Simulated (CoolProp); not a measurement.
Aqueous ethylene glycol as a coolant, at 30 °C, 1 atm.

The numbers come from the Melinder's fits for secondary coolants in CoolProp.

| mass % | freezing point (°C) | density (kg/m³) | cp (kJ/(kg K)) | viscosity (mPa s) | conductivity (W/(m K)) |
|---|---|---|---|---|---|
| 5.7 | -1.8 | 1002 | 4.107 | 0.900 | 0.587 |
| 11.4 | -3.9 | 1010 | 4.035 | 1.03 | 0.559 |
| 17.1 | -6.4 | 1017 | 3.957 | 1.19 | 0.532 |
| 22.8 | -9.6 | 1024 | 3.870 | 1.37 | 0.506 |
| 28.4 | -13.4 | 1032 | 3.776 | 1.57 | 0.481 |
| 34.1 | -18.0 | 1039 | 3.672 | 1.82 | 0.457 |
| 39.8 | -23.6 | 1047 | 3.563 | 2.10 | 0.434 |
| 45.5 | -30.1 | 1054 | 3.452 | 2.43 | 0.412 |
| 51.2 | -37.7 | 1061 | 3.340 | 2.82 | 0.391 |
| 56.9 | -46.2 | 1068 | 3.225 | 3.27 | 0.372 |
